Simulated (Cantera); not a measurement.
A closed system holds: 1 mol SiH2Cl2, 0.28 mol N2, at 1150 K and 0.120 bar.

Method: chemical equilibrium by Gibbs-energy minimisation in Cantera with the NASA 1993 tables (ideal gas, pure condensed phases). N2 is the only nitrogen source here; it is nearly inert below about 1500 K, so the nitride shown seldom forms there in practice. Mutual solubility and eutectic melting of coexisting phases are not modelled. The tables' values for SiCl3 are old estimates; treat these amounts as uncertain. The numbers say what is thermodynamically allowed, not how fast it happens.

| species | before | after |
|---|---|---|
| SiCl4 | 0.255 | 0.442 |
| HCl | 0.0606 | 0.344 |
| H2 | 0.601 | 0.182 |
| N2 | 4.70e-8 | 0.0247 |
| SiCl2 | 0.0135 | 0.000220 |
| SiHCl3 | 0.0513 | 0.00474 |
| SiCl3 | 0.0177 | 0.00298 |
| SiH2Cl2 | 0.00130 | 6.39e-6 |
| Si(s), mol | 0.0656 | 0 |
| Si3N4(s), mol | 0.140 | 0.123 |
Gas species are given as mole fractions.

### Question
Which change was made?
A) N2 from 0.28 to 2.4 mol
B) temperature from 1150 K to 1823.15 K
C) N2 from 0.28 to 0.38 mol
D) SiH2Cl2 replaced by SiHCl3

### Answer
D, SiH2Cl2 replaced by SiHCl3
